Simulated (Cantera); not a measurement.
**Moist CO burnout**

An isothermal, constant-pressure homogeneous reactor starts with CO : O2 : H2O : N2 = 0.0022 : 0.036 : 0.042 : 1 (molar parts), equivalence ratio 0.031, at 1300 K and 5.33 atm.

Model: GRI-Mech 3.0 (53 species, 325 reactions), integrated in Cantera.

```json
[
 {"t (s)": "1.00e-6", "x CO": "0.00204", "x O2": "0.0333", "x H2O": "0.0389", "x HO2": "2.88e-11", "x NO": "<1e-12", "x N2O": "<1e-12"},
 {"t (s)": "3.88e-6", "x CO": "0.00204", "x O2": "0.0333", "x H2O": "0.0389", "x HO2": "1.13e-10", "x NO": "<1e-12", "x N2O": "<1e-12"},
 {"t (s)": "1.51e-5", "x CO": "0.00204", "x O2": "0.0333", "x H2O": "0.0389", "x HO2": "5.10e-10", "x NO": "<1e-12", "x N2O": "<1e-12"},
 {"t (s)": "5.84e-5", "x CO": "0.00204", "x O2": "0.0333", "x H2O": "0.0389", "x HO2": "4.19e-9", "x NO": "<1e-12", "x N2O": "1.41e-12"},
 {"t (s)": "0.000227", "x CO": "0.00204", "x O2": "0.0333", "x H2O": "0.0389", "x HO2": "1.30e-7", "x NO": "<1e-12", "x N2O": "4.23e-11"},
 {"t (s)": "0.000879", "x CO": "0.00180", "x O2": "0.0332", "x H2O": "0.0389", "x HO2": "7.96e-6", "x NO": "5.62e-11", "x N2O": "2.94e-8"},
 {"t (s)": "0.00341", "x CO": "0.000621", "x O2": "0.0326", "x H2O": "0.0389", "x HO2": "3.52e-6", "x NO": "8.75e-10", "x N2O": "2.11e-7"},
 {"t (s)": "0.0132", "x CO": "6.10e-5", "x O2": "0.0324", "x H2O": "0.0389", "x HO2": "4.04e-7", "x NO": "1.92e-9", "x N2O": "3.29e-7"},
 {"t (s)": "0.0514", "x CO": "1.55e-6", "x O2": "0.0323", "x H2O": "0.0389", "x HO2": "1.90e-8", "x NO": "2.51e-9", "x N2O": "2.85e-7"},
 {"t (s)": "0.199", "x CO": "2.46e-9", "x O2": "0.0323", "x H2O": "0.0389", "x HO2": "8.79e-9", "x NO": "2.72e-9", "x N2O": "1.06e-7"},
 {"t (s)": "0.773", "x CO": "7.51e-10", "x O2": "0.0323", "x H2O": "0.0389", "x HO2": "8.76e-9", "x NO": "2.86e-9", "x N2O": "2.89e-8"},
 {"t (s)": "3.00", "x CO": "7.51e-10", "x O2": "0.0323", "x H2O": "0.0389", "x HO2": "8.76e-9", "x NO": "3.25e-9", "x N2O": "2.83e-8"}
]
```
x: mole fraction; the columns are a selection and need not sum to one.

Equilibrium at this temperature and pressure: CO 7.52e-10, O2 0.0323, H2O 0.0389, HO2 8.74e-9, NO 0.000169, N2O 2.83e-8 (gas phase only).
